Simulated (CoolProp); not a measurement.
The numbers come from the reference Helmholtz-energy equation of state, Gao 2022 in CoolProp.

Question: For n-perfluorobutane, give the phase and the cp (kJ/(kg K)), cv (kJ/(kg K)), speed of sound (m/s), Joule-Thomson coefficient (K/MPa) at 439.7 K and 829 kPa.

Answer: 
- 439.7 K and 829 kPa: gas; cp 0.999, cv 0.946, speed of sound 118, Joule-Thomson coefficient 5.83
